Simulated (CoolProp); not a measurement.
Vapour-liquid equilibrium of diethyl ether (1) + benzene (2) at 11.3 bar; x and y are mole fractions of (1).

Computed with CoolProp (multi-fluid Helmholtz-energy mixture model, Thol 2014 and Thol 2012; pair parameters Bell 2016).

Task: Give the bubble temperature and the first vapour's composition at x = 0.2, 0.8, 0.95. Is there an azeotrope?

Result: x = 0.2: 169.2 °C, y = 0.362; x = 0.8: 134.3 °C, y = 0.906; x = 0.95: 127.7 °C, y = 0.979. No azeotrope shows between x = 0.05 and 0.95.

The pair parameters rest on a limited set of measurements; away from them the model extrapolates.
